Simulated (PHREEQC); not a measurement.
Dissolve 4.2 mmol/kgw Cu(NO3)2, 0.065 mmol/kgw HNO3 and 0.7 mmol/kgw Na2SO4 at 28 °C and 100 atm. Closed to the air; pH follows from the charge balance.

All values are PHREEQC results (ion-association model, phreeqc.dat), not measurements.

```json
[
 {"quantity": "pH", "before": "4.24", "after": "4.24"},
 {"quantity": "ionic strength (mol/kgw)", "before": "0.0141", "after": "0.0141"},
 {"quantity": "HSO4- (mol/kgw)", "before": "2.03e-6", "after": "2.36e-6"},
 {"quantity": "CuOH+ (mol/kgw)", "before": "4.88e-7", "after": "4.87e-7"},
 {"quantity": "Cu2(OH)2+2 (mol/kgw)", "before": "1.78e-7", "after": "3.45e-7"},
 {"quantity": "Cu(OH)2 (mol/kgw)", "before": "1.68e-8", "after": "1.67e-8"}
]
```

**Question.** What was changed between the two runs?
A. temperature from 28 to 35 °C
B. temperature from 28 to 40 °C
C. Cu(NO3)2 replaced by Cu(BF4)2 at the same molality

**Answer.** A, temperature from 28 to 35 °C

This is a speciation only: nothing precipitates in the calculation. Under pressure, the constants of complexes without a molar volume in the database are unreliable.
